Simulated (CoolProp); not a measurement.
Vapour-liquid equilibrium of ethanol (1) + n-hexane (2) at 657 kPa; x and y are mole fractions of (1).

The numbers come from the multi-fluid Helmholtz-energy mixture model, Schroeder 2014 and Thol 2019; pair parameters Bell 2016 in CoolProp.

```tsv
x	bubble temperature (°C)	y at the bubble point	dew temperature at overall composition x (°C)	liquid density (mol/L)
0.05	135.1	0.167	140.7	6.412
0.125	128.6	0.304	137.1	6.764
0.2	125.5	0.377	133.5	7.111
0.275	124.0	0.420	130.0	7.482
0.35	123.2	0.449	126.6	7.895
0.425	122.9	0.472	123.8	8.363
0.5	122.8	0.493	122.8	8.894
0.575	123.0	0.518	123.9	9.497
0.65	123.4	0.550	125.7	10.18
0.725	124.4	0.596	127.7	10.94
0.8	126.0	0.662	129.7	11.79
0.875	128.6	0.757	131.7	12.74
0.95	132.1	0.889	133.6	13.80
```

y crosses x between x = 0.425 and 0.5: the model has an azeotrope there.

The pair parameters rest on a limited set of measurements; away from them the model extrapolates.
